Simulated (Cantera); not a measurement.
A closed system holds: 1 mol Al(CH3)3, 3.4 mol N2O, 950 mol H2, equilibrated at 1727 °C and 43.0 Pa.

Cantera equilibrium calculation (NASA polynomials, part measured and part estimated; ideal gas, pure solids and liquids). Candidate condensed phases: Al, AlN, Al2O3, C, C6H6, C7H8, C8H18, H2O; 148 gas species. The feed counts by its element totals alone. The tables' values for AlOH are old estimates; treat these amounts as uncertain. Kinetics and transport are ignored.

Base state: H2 0.917, H 0.0751, N2 0.00340, CO 0.00300, Al 0.000946, H2O 0.000365, Al2O 1.84e-5, AlOH 1.12e-5 (mole fractions); condensed: gas only.

What changes in the equilibrium state with this change: temperature from 1727 °C to 1402 °C?


| species | before | after |
|---|---|---|
| H2 | 0.917 | 0.987 |
| H | 0.0751 | 0.00556 |
| N2 | 0.00340 | 0.00353 |
| H2O | 0.000365 | 6.83e-6 |
| Al | 0.000946 | 0.000635 |
| Al2O | 1.84e-5 | 9.04e-5 |
| AlOH | 1.12e-5 | 3.03e-6 |
| CO | 0.00300 | 0.00311 |
| Al2O3(s), mol | 0 | 0.101 |
